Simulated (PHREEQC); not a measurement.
## Brine: speciation

Solution (25 °C): 0.53 mol H2SO4 and 0.15 mol KCl per kg of water. Closed to the air; pH follows from the charge balance.

The numbers come from PHREEQC with the Pitzer model, pitzer.dat.

Precipitation was switched off in this run.

Q: Estimate the pH, activity of water.

A: pH 0.25; activity of water 0.976.

Q: In which forms is S present?

A: HSO4- 77 %, SO4-2 23 % of the S.
